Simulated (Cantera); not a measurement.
Gas-phase reforming

A perfectly stirred reactor is fed with 51.0 % CH4, 44.4 % CO2, 4.64 % H2, at 1400000 Pa; it is held at 1425 K, and followed from long to short residence time.

Computed with Cantera and GRI-Mech 3.0 (53 species, 325 reactions). The pressure lies above the range GRI-Mech 3.0 was tuned for (to about 10 atm).

| τ (s) | x CH4 | x CO2 | x H2 | x CO | x H2O | x H2O2 |
|---|---|---|---|---|---|---|
| 18 | 0.235 | 0.133 | 0.149 | 0.288 | 0.146 | <1e-12 |
| 5.9 | 0.240 | 0.163 | 0.126 | 0.240 | 0.161 | <1e-12 |
| 2.0 | 0.256 | 0.202 | 0.112 | 0.191 | 0.159 | <1e-12 |
| 0.67 | 0.310 | 0.274 | 0.105 | 0.124 | 0.117 | <1e-12 |
| 0.23 | 0.396 | 0.366 | 0.0957 | 0.0512 | 0.0505 | <1e-12 |
| 0.076 | 0.462 | 0.419 | 0.0741 | 0.0139 | 0.0138 | <1e-12 |
| 0.026 | 0.492 | 0.436 | 0.0571 | 0.00372 | 0.00369 | <1e-12 |
| 0.0086 | 0.504 | 0.442 | 0.0495 | 0.00102 | 0.00101 | <1e-12 |
| 0.0029 | 0.508 | 0.443 | 0.0472 | 0.000295 | 0.000292 | <1e-12 |
x: mole fraction; the columns are a selection and need not sum to one.
